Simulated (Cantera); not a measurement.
Charge: 1 mol FeS2, 3.3 mol SO2, 0.16 mol O2, at 1923.15 K and 13.3 mbar.

Method: chemical equilibrium by Gibbs-energy minimisation in Cantera with the NASA 1993 tables (ideal gas, pure condensed phases). Candidate condensed phases: Fe, FeO, FeS, FeSO4, FeS2, Fe2O3, Fe2(SO4)3, Fe3O4, S; 12 gas species. The tables' stoichiometric FeO is somewhat more stable than real wüstite, so its field is too wide. FeO: taken at fixed stoichiometry. Equilibrium is a limit: real reactors are often held back by kinetics, nucleation or transport.

Base state: SO2 0.631, S2 0.236, SO 0.119, S 0.00793, S2O 0.00425, Fe 0.00213, FeO 8.49e-5, O2 1.10e-5 (mole fractions); condensed: FeO(l).

What changes in the equilibrium state with this change: temperature from 1923.15 K to 1725 K?


| species | before | after |
|---|---|---|
| SO2 | 0.631 | 0.679 |
| S2 | 0.236 | 0.262 |
| SO | 0.119 | 0.0529 |
| Fe | 0.00213 | 8.09e-5 |
| FeO | 8.49e-5 | 3.04e-6 |
| O | 1.04e-5 | 4.60e-7 |
| FeO(l), mol | 0.991 | 1.000 |
